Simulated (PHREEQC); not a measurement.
Solution (25 °C): 0.00022 mol/kgw LiF, 0.0041 mol/kgw Cu(BF4)2 and 4.6e-05 mol/kgw KOH. Closed to the air; pH follows from the charge balance.

The numbers come from PHREEQC with the ion-association model, phreeqc.dat.

Each row changes one thing in this solution. No solid was allowed to form.

```json
[
 {"case": "as made", "pH": "2.98", "ionic strength (mol/kgw)": "0.0135", "BF4- (mol/kgw)": "0.00613", "HF (mol/kgw)": "0.00338", "F- (mol/kgw)": "0.00243", "H3BO3 (mol/kgw)": "0.00114"},
 {"case": "Cu(BF4)2 from 0.0041 to 0.0205 mol/kgw", "pH": "2.80", "ionic strength (mol/kgw)": "0.0627", "BF4- (mol/kgw)": "0.0367", "HF (mol/kgw)": "0.00549", "F- (mol/kgw)": "0.00291", "H3BO3 (mol/kgw)": "0.00129"},
 {"case": "LiF from 0.00022 to 0.00044 mol/kgw", "pH": "3.00", "ionic strength (mol/kgw)": "0.0137", "BF4- (mol/kgw)": "0.00615", "HF (mol/kgw)": "0.00336", "F- (mol/kgw)": "0.00255", "H3BO3 (mol/kgw)": "0.00111"},
 {"case": "0.0037 mol/kgw Cd(NO3)2 added", "pH": "2.97", "ionic strength (mol/kgw)": "0.0245", "BF4- (mol/kgw)": "0.00611", "HF (mol/kgw)": "0.00336", "F- (mol/kgw)": "0.00244", "H3BO3 (mol/kgw)": "0.00115"},
 {"case": "LiF from 0.00022 to 4.4e-05 mol/kgw", "pH": "2.96", "ionic strength (mol/kgw)": "0.0134", "BF4- (mol/kgw)": "0.00611", "HF (mol/kgw)": "0.00340", "F- (mol/kgw)": "0.00233", "H3BO3 (mol/kgw)": "0.00117"},
 {"case": "8.6e-05 mol/kgw KBr added", "pH": "2.98", "ionic strength (mol/kgw)": "0.0136", "BF4- (mol/kgw)": "0.00613", "HF (mol/kgw)": "0.00338", "F- (mol/kgw)": "0.00243", "H3BO3 (mol/kgw)": "0.00114"},
 {"case": "diluted 2-fold with water", "pH": "3.02", "ionic strength (mol/kgw)": "0.00720", "BF4- (mol/kgw)": "0.00255", "HF (mol/kgw)": "0.00273", "F- (mol/kgw)": "0.00212", "H3BO3 (mol/kgw)": "0.00104"}
]
```

Species that the database lacks are ignored. Real BF4- forms and hydrolyses slowly; the run takes it at equilibrium.
